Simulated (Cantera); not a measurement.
A closed system holds: 1 mol Si, 1.1 mol Cl₂, 1.1 mol H₂, at 850 °C.

Cantera equilibrium calculation (NASA polynomials, part measured and part estimated; ideal gas, pure solids and liquids). Candidate condensed phases: Si; 19 gas species. Kinetics and transport are ignored.

**Question.** What share of the Si ends up in condensed phases as a function of P (Pa), at 10000, 20000, 42000, 85000, 170000, 350000, 720000, 1500000, 3000000?

**Answer.** 
| P (Pa) | Si condensed (%) | as |
|---|---|---|
| 10000 | 43.6 | Si(s) |
| 20000 | 43.1 | Si(s) |
| 42000 | 42.6 | Si(s) |
| 85000 | 41.9 | Si(s) |
| 170000 | 41.2 | Si(s) |
| 350000 | 40.3 | Si(s) |
| 720000 | 39.3 | Si(s) |
| 1500000 | 38.2 | Si(s) |
| 3000000 | 37.1 | Si(s) |
